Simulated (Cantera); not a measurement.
Charge: 1 mol CH₃F, 4.6 mol H₂, equilibrated at 923.15 K and 3.70 mbar.

Cantera equilibrium calculation (NASA polynomials, part measured and part estimated; ideal gas, pure solids and liquids). Candidate condensed phases: C, C₆H₆, C₇H₈, C₈H₁₈; 95 gas species. The numbers say what is thermodynamically allowed, not how fast it happens.

Base state: H₂ 0.848, HF 0.152, CH₄ 0.000617 (mole fractions); condensed: C(graphite).

**Question.** What changes in the equilibrium state with this change: pressure from 3.70 mbar to 9.40 mbar?

**Answer.** 
```json
[
 {"species": "H₂", "before": "0.848", "after": "0.847"},
 {"species": "HF", "before": "0.152", "after": "0.152"},
 {"species": "CH₄", "before": "0.000617", "after": "0.00156"},
 {"species": "C(graphite), mol", "before": "0.996", "after": "0.990"}
]
```

**Question.** What changes in the equilibrium state with this change: 0.0067 mol Cl₂ added?

**Answer.** 
```
species             before     after
----------------  --------  --------
H₂                   0.848     0.846
HF                   0.152     0.151
HCl                      0   0.00203
CH₄               0.000617  0.000615
C(graphite), mol     0.996     0.996
```
